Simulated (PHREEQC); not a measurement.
PHREEQC input (ion-association model, wateq4f.dat):

```
SOLUTION 1
  temp 25
  units mol/kgw
  pH 7 charge
  Cl 0.0099
  Li 0.0099
END
SELECTED_OUTPUT 1
  -reset false
  -pH true
  -pe true
  -ionic_strength true
  -water true
  -totals C Cl Cu F Li C(-4) C(4) Cu(1) Cu(2)
  -molalities H+ CO3-2 Cl- Cu+2 F- Li+ CO2 HCO3- O2 OH-
    HF HF2- CuCl2- CuCl3-2 Cu+ CuCO3 Cu(CO3)2-2 CuCl+ CuCl2 CuCl3-
    CuCl4-2 CuF+ CuOH+ Cu(OH)2 Cu(OH)3- Cu(OH)4-2 Cu2(OH)2+2 CuHCO3+ H2F2
  -equilibrium_phases CuF2:2H2O Cu(OH)2 Malachite Atacamite
PRINT
  -reset false
USE solution 1
EQUILIBRIUM_PHASES 1
  CuF2:2H2O 0 0.1
  Cu(OH)2 0 0
  Malachite 0 0
  Atacamite 0 0
  O2(g) -0.68 10
  CO2(g) -5 10
END
# ... the last block is repeated for the other 10 points of log pCO2 (atm)
```

Selected output (columns that matter, 11 of 11 rows; log pCO2 (atm) added in front):

```
log pCO2 (atm)	pH	mu	C	Cl	Cu	F	Li	m_H+	m_Cl-	m_Cu+2	m_F-	CuF2:2H2O	Malachite	Atacamite
-5	4.4896	0.1041	3.708e-07	0.0088419	0.04014	0.084454	0.0098855	3.9321e-05	0.0085948	0.027009	0.067828	0.057711	0	0.0010452
-4.5	4.4896	0.1041	1.1726e-06	0.0088419	0.04014	0.084454	0.0098855	3.9321e-05	0.0085948	0.027009	0.067828	0.057711	0	0.0010452
-4	4.4896	0.1041	3.708e-06	0.008842	0.04014	0.084454	0.0098855	3.9321e-05	0.0085949	0.027009	0.067828	0.057711	0	0.0010451
-3.5	4.4896	0.1041	1.1726e-05	0.0088422	0.040141	0.084454	0.0098855	3.9321e-05	0.0085952	0.027009	0.067828	0.057711	0	0.0010448
-3	4.4896	0.1041	3.708e-05	0.0088431	0.040143	0.084455	0.0098855	3.9322e-05	0.008596	0.027009	0.067829	0.057711	0	0.0010439
-2.5	4.4896	0.1041	0.00011726	0.0088458	0.040149	0.084457	0.0098855	3.9325e-05	0.0085986	0.027009	0.06783	0.05771	0	0.0010413
-2	4.4894	0.10412	0.00037078	0.0088543	0.040169	0.084463	0.0098855	3.9335e-05	0.0086069	0.027007	0.067836	0.057707	0	0.0010327
-1.5	4.4891	0.10417	0.0011724	0.0088811	0.040232	0.084481	0.0098855	3.9365e-05	0.0086331	0.027001	0.067852	0.057697	0	0.0010059
-1	4.4778	0.10494	0.0036984	0.0095323	0.040666	0.084521	0.0098854	4.0416e-05	0.0092649	0.027168	0.067767	0.057677	0.00044444	0.00035367
-0.5	4.3526	0.10568	0.011396	0.0098853	0.041212	0.085852	0.0098853	5.3949e-05	0.0096076	0.027264	0.067775	0.05701	0.00085795	0
0	4.229	0.10633	0.035321	0.0098852	0.042082	0.087861	0.0098852	7.1726e-05	0.0096091	0.027148	0.06805	0.056004	0.0009254	0
```

Complexes and solids missing from the database can't appear.
